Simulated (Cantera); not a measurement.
A freely propagating, adiabatic, planar premixed flame of 16.6 % H2, 14.1 % O2, 52.9 % N2, 16.4 % H2O, unburnt at 723 K and 100.0 Torr; multicomponent+Soret transport, grid criteria slope 0.08 and curve 0.16, no radiation.

Cantera simulation using the H2/O2 subset of GRI-Mech 3.0, which has no nitrogen chemistry; the numbers are that mechanism's predictions, not measurements. Burning velocities carry a grid error of a few per cent, more on coarse grids. Lean hydrogen flames are cellular in practice and burn faster than this planar one.

x: mole fraction of selected species; z is measured from the peak of heat release.

```
z (mm)  T (K)  u (m/s)     x H2    x O2  x H2O       x H      x O      x OH
------  -----  -------  -------  ------  -----  --------  -------  --------
-18.7     723     5.39    0.166   0.141  0.164     <1e-8    <1e-8     <1e-8
-12.5     723     5.39    0.166   0.141  0.164     <1e-8    <1e-8     <1e-8
-9.36     723     5.39    0.166   0.141  0.164     <1e-8    <1e-8     <1e-8
-6.24     723     5.39    0.166   0.141  0.164   5.99e-7      ___     <1e-8
-3.12     732     5.44    0.162   0.141  0.166  0.000272      ___   2.99e-5
-1.56     825     6.05    0.141   0.137  0.178   0.00388      ___  0.000310
0        1081     7.77   0.0754   0.111  0.236    0.0218      ___   0.00224
1.56     1293     9.20   0.0275  0.0796  0.293    0.0301  0.00903   0.00610
3.12     1400     9.91   0.0202  0.0725  0.307    0.0251  0.00938   0.00801
6.24     1515     10.6   0.0174  0.0692  0.317    0.0171      ___   0.00946
12.5     1626     11.3   0.0138  0.0666  0.327    0.0100      ___    0.0101
25.0     1721     11.9  0.00948  0.0645  0.337   0.00494      ___   0.00961
49.9     1792     12.3  0.00545  0.0633  0.346   0.00194      ___   0.00801
```

What belongs in the gaps?


- -6.24, x O: 3.68e-8
- -3.12, x O: 1.76e-5
- -1.56, x O: 0.000346
- 0, x O: 0.00417
- 6.24, x O: 0.00808
- 12.5, x O: 0.00611
- 25.0, x O: 0.00401
- 49.9, x O: 0.00223
